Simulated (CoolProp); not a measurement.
Computed with CoolProp (reference Helmholtz-energy equation of state, Younglove 1994). It is a modified Benedict-Webb-Rubin equation, recast in Helmholtz form.

Q: For R123, give the phase and the Z, conductivity (mW/(m K)), fugacity coefficient at 179.9 K and 0.188 MPa; 200.4 K and 0.0311 MPa; 386.6 K and 7.02 MPa.

A: 
- 179.9 K and 0.188 MPa: liquid; Z 0.0111, conductivity 111, fugacity coefficient 0.000149
- 200.4 K and 0.0311 MPa: liquid; Z 0.00169, conductivity 105, fugacity coefficient 0.00835
- 386.6 K and 7.02 MPa: liquid; Z 0.267, conductivity 59.2, fugacity coefficient 0.155

Thermal conductivity comes from a separate model (Laesecke 1996).
